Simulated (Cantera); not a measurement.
A closed system holds: 1 mol SiHCl₃, 0.74 mol Cl₂, 97 mol N₂, at 0.00320 bar.

Equilibrium computed with Cantera from the NASA thermochemical tables; the gas is ideal and each condensed phase is pure. Candidate condensed phases: NH₄Cl, Si, Si₃N₄; 28 gas species. N₂ is the only nitrogen source here; it is nearly inert below about 1500 K, so the nitride shown seldom forms there in practice. Equilibrium is a limit: real reactors are often held back by kinetics, nucleation or transport.

Which condensed phases are stable at each of these points (T (°C)): 852, 902, 952, 1002, 1052, 1102, 1152, 1202, 1252, 1302, 1352, 1402, 1452?


```csv
T (°C),condensed phases,Si condensed (%)
852,Si₃N₄(s),11.0
902,Si₃N₄(s),9.2
952,Si₃N₄(s),4.6
1002,gas only,0.0
1052,gas only,0.0
1102,gas only,0.0
1152,gas only,0.0
1202,gas only,0.0
1252,gas only,0.0
1302,gas only,0.0
1352,gas only,0.0
1402,gas only,0.0
1452,gas only,0.0
```

From 852 °C to 952 °C the condensed part is Si₃N₄(s). From 1002 °C to 1452 °C nothing is condensed.
